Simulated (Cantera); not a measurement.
Charge: 1 mol NiS, 1 mol H2, 7.2 mol N2, equilibrated at 11.0 Pa.

Equilibrium computed with Cantera from the NASA thermochemical tables; the gas is ideal and each condensed phase is pure. Candidate condensed phases: Ni, NiS, NiS2, Ni3S2, Ni3S4, S; 17 gas species. Metal and sulfide melt together well below either melting point, which pure phases cannot show. Mutual solubility and eutectic melting of coexisting phases are not modelled. Gases not in the tables: S3 to S7. Kinetics and transport are ignored.

Q: Which condensed phases are stable at each of these points (T (°C)): 677, 777, 877, 977, 1077, 1177, 1277?

A: 
```
T (°C)  condensed phases  Ni condensed (%)
------  ----------------  ----------------
677             Ni3S2(s)             100.0
777             Ni3S2(s)             100.0
877             Ni3S2(l)             100.0
977             Ni3S2(l)             100.0
1077            Ni3S2(l)             100.0
1177    Ni(s) + Ni3S2(l)              99.8
1277               Ni(s)              98.4
```

From 677 °C to 777 °C the condensed part is Ni3S2(s). From 877 °C to 1077 °C the condensed part is Ni3S2(l). At 1177 °C the condensed part is Ni(s) + Ni3S2(l). At 1277 °C the condensed part is Ni(s).
